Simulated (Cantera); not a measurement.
A closed system holds: 1 mol Fe(CO)₅, 69 mol H₂, 0.34 mol O₂, held at 1348.15 K and 0.000220 bar.

Method: chemical equilibrium by Gibbs-energy minimisation in Cantera with the NASA 1993 tables (ideal gas, pure condensed phases). Candidate condensed phases: C, C₆H₆, C₇H₈, C₈H₁₈, Fe, Fe(CO)₅, FeO, Fe(OH)₂, Fe(OH)₃, Fe₂O₃, Fe₃O₄, H₂O; 114 gas species. Equilibrium is a limit: real reactors are often held back by kinetics, nucleation or transport.

Question: What is the equilibrium state?

Answer: 
```json
{
  "x(H₂)": "0.923",
  "x(CO)": "0.0672",
  "x(H₂O)": "0.00886",
  "x(CO₂)": "0.000329",
  "x(H)": "0.000150",
  "x(Fe)": "1.86e-5",
  "n(Fe(γ))": "0.999 mol",
  "gas_amount": "74.01 mol",
  "log10 activity of C(graphite) (absent)": "-5.05",
  "log10 activity of Fe(OH)₂(s) (absent)": "-12.69",
  "log10 activity of Fe(OH)₃(s) (absent)": "-21.40"
}
```
